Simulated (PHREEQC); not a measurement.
Make-up at 20 °C: 0.42 mol/kgw TMAH, 0.00013 mol/kgw CO2 and 0.00075 mol/kgw K3PO4. Closed to the air; pH follows from the charge balance.

The numbers come from PHREEQC with the ion-association model, phreeqc.dat.

| quantity | before | after |
|---|---|---|
| pH | 13.61 | 12.44 |
| HCO3- (mol/kgw) | 2.66e-8 | 2.11e-7 |

### Question
Which change was made?
A) K3PO4 replaced by K2CO3 at the same molality
B) temperature from 20 to 60 °C
C) 0.011 mol/kgw HBr added
D) diluted 10-fold with water

### Answer
B, temperature from 20 to 60 °C

No solid was allowed to form. (CH3)4N+ isn't in the database: it is added as a free cation with an ion size of 4 Å. Away from 25 °C the constants follow the database's enthalpies or fits; those with neither stay at their 25 °C values.
